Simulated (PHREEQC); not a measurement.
A solution holds 0.0055 mol CuCl2, 0.08 mol H2SO4 and 0.25 mol H3BO3 per kg of water, at 25 °C and 500 atm. Closed to the air; pH follows from the charge balance.

The numbers come from PHREEQC with the ion-association model, phreeqc.dat.

This is a speciation only: nothing precipitates in the calculation.

Question: Predict the pH, ionic strength, specific conductance.

Answer: pH 1.06; ionic strength 0.142 mol/kgw; specific conductance 36200 µS/cm.

Question: In which forms is Cu present?

Answer: Cu+2 71 %, CuSO4 28 %, CuCl+ 0.7 % of the Cu.

Complexes and solids missing from the database can't appear. Under pressure, the constants of complexes without a molar volume in the database are unreliable.
